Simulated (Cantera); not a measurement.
SiCl₄ + HCl + H₂ (chlorosilane synthesis and conversion)

Charge: 1 mol SiCl₄, 5.3 mol HCl, 0.34 mol H₂, at 21.0 bar.

These are equilibrium values from Cantera (NASA tables, ideal gas, pure condensed phases), not measurements of a reactor. Candidate condensed phases: Si; 19 gas species. The tables' values for SiCl₃ are old estimates; treat these amounts as uncertain. Rates play no part.

```csv
T (°C),x HCl,x SiCl₄,x H₂,x SiCl₃
277,0.798,0.151,0.0512,<1e-12
427,0.798,0.151,0.0512,1.31e-10
577,0.798,0.151,0.0512,2.77e-8
727,0.798,0.151,0.0511,1.14e-6
877,0.798,0.150,0.0510,1.75e-5
1027,0.799,0.150,0.0507,0.000140
1177,0.799,0.149,0.0500,0.000716
1327,0.801,0.146,0.0484,0.00261
```
x: gas mole fraction; nothing condenses.

From 277 °C to 1327 °C nothing is condensed. The main Si-bearing gas is SiCl₄ throughout.
